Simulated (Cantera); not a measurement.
A closed system holds: 1 mol BN, 2.6 mol NF₃, 5.8 mol N₂, held at 923 K and 0.320 bar.

These are equilibrium values from Cantera (NASA tables, ideal gas, pure condensed phases), not measurements of a reactor. Candidate condensed phases: B, BN; 13 gas species. Rates play no part.

Base state: N₂ 0.685, F₂ 0.165, BF₃ 0.0919, F 0.0309, NF₃ 0.0266 (mole fractions); condensed: gas only.

Problem. What changes in the equilibrium state with this change: temperature from 923 K to 848 K?

Solution. 
| species | before | after |
|---|---|---|
| N₂ | 0.685 | 0.701 |
| F₂ | 0.165 | 0.118 |
| BF₃ | 0.0919 | 0.0971 |
| NF₃ | 0.0266 | 0.0730 |
| F | 0.0309 | 0.0102 |
